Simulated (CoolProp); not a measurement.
A single-stage vapour-compression cycle with ammonia: evaporating at 211.15 K (dew point), condensing at 261.15 K (bubble point), superheat 8 K, subcooling 8 K, compressor efficiency 0.8, no pressure losses. Each further row changes one setting.

Computed with CoolProp (reference Helmholtz-energy equation of state, Gao 2020).

| case | cooling COP | pressure ratio | discharge temperature (K) | refrigerating effect (kJ/kg) | volumetric capacity (kJ/m³) |
|---|---|---|---|---|---|
| as stated | 2.63 | 14.0 | 445.2 | 1280 | 230 |
| evaporating temperature 216.15 K | ___ | ___ | 419.7 | ___ | 315 |
| condensing temperature 256.15 K | ___ | 11.3 | ___ | 1300 | 234 |
| subcooling 13 K | ___ | 14.0 | 445.2 | 1300 | 234 |
| superheat 18 K | 2.56 | 14.0 | ___ | 1300 | 224 |
| compressor efficiency 0.7 | 2.30 | 14.0 | 474.1 | 1280 | 230 |

### Question
Some entries are withheld; supply them.

### Answer

- evaporating temperature 216.15 K, cooling COP: 3.09
- evaporating temperature 216.15 K, pressure ratio: 10.1
- evaporating temperature 216.15 K, refrigerating effect (kJ/kg): 1290
- condensing temperature 256.15 K, cooling COP: 2.99
- condensing temperature 256.15 K, discharge temperature (K): 423.5
- subcooling 13 K, cooling COP: 2.68
- superheat 18 K, discharge temperature (K): 462.9
